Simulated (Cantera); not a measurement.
A closed system holds: 1 mol Si, 0.16 mol O2, 12 mol H2, equilibrated at 1275 K and 3.40 bar.

Method: chemical equilibrium by Gibbs-energy minimisation in Cantera with the NASA 1993 tables (ideal gas, pure condensed phases). Candidate condensed phases: H2O, Si, SiO2; 18 gas species. Mutual solubility and eutectic melting of coexisting phases are not modelled. The tables hold silica as quartz up to 1696 K and as liquid above; real silica turns to tridymite and cristobalite and melts near 1996 K. Kinetics and transport are ignored.

Base state: H2 1.000 (mole fractions); condensed: Si(s) + SiO2(β-quartz).

Question: What changes in the equilibrium state with this change: O2 from 0.16 to 1.4 mol?

Answer: 
```
species               before   after
-------------------  -------  ------
H2                     1.000   0.933
H2O                  1.92e-7  0.0667
Si(s), mol             0.840       0
SiO2(β-quartz), mol    0.160    1.00
```
Gases not in the tables: Si(OH)4.
